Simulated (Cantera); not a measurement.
A closed system holds: 1 mol C₂H₄, a varied amount of CO₂, 2.7 mol H₂, at 2498.15 K and 33.0 bar.

Cantera equilibrium calculation (NASA polynomials, part measured and part estimated; ideal gas, pure solids and liquids). Candidate condensed phases: C, C₆H₆, C₇H₈, C₈H₁₈, H₂O; 110 gas species. The ideal-gas law is rough above about 30 bar. Equilibrium is a limit: real reactors are often held back by kinetics, nucleation or transport.

Question: What share of the C ends up in condensed phases as a function of n(CO₂) (mol), at 0.15, 0.2, 0.25, 0.32, 0.4, 0.51, 0.65, 0.83, 1.1, 1.3, 1.7, 2.2, 2.8?

Answer: 
```csv
n(CO₂) (mol),C condensed (%),as
0.15,80.2,C(graphite)
0.2,76.2,C(graphite)
0.25,72.3,C(graphite)
0.32,67.1,C(graphite)
0.4,61.6,C(graphite)
0.51,54.5,C(graphite)
0.65,46.4,C(graphite)
0.83,37.1,C(graphite)
1.1,25.2,C(graphite)
1.3,17.7,C(graphite)
1.7,5.0,C(graphite)
2.2,0.0,-
2.8,0.0,-
```
